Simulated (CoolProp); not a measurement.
Properties of trans-2-butene along the isobar 1.01 bar (Tc = 428.6 K, pc = 40.19 bar, ω = 0.210).

Values from CoolProp's reference Helmholtz-energy equation of state, Lemmon 2005. It is a short technical equation, of lower accuracy than the large ones.

| T (K) | phase | cv (kJ/(kg K)) | speed of sound (m/s) | Joule-Thomson coefficient (K/MPa) | fugacity coefficient |
|---|---|---|---|---|---|
| 367 | gas | 1.676 | 240.4 | 14.62 | 0.9855 |
| 380.2 | gas | 1.724 | 244.7 | 13.00 | 0.9871 |
| 393.3 | gas | 1.771 | 248.9 | 11.65 | 0.9885 |
| 406.5 | gas | 1.818 | 253.0 | 10.49 | 0.9896 |
| 419.7 | gas | 1.866 | 257.1 | 9.501 | 0.9907 |
| 432.8 | gas | 1.912 | 261.0 | 8.655 | 0.9916 |
| 446 | gas | 1.958 | 264.9 | 7.914 | 0.9924 |
| 459.2 | gas | 2.003 | 268.8 | 7.268 | 0.9931 |
| 472.3 | gas | 2.048 | 272.5 | 6.703 | 0.9937 |
| 485.5 | gas | 2.092 | 276.2 | 6.200 | 0.9942 |
| 498.7 | gas | 2.135 | 279.9 | 5.754 | 0.9947 |
| 511.8 | gas | 2.178 | 283.5 | 5.357 | 0.9952 |
| 525 | gas | 2.220 | 287.0 | 4.999 | 0.9956 |
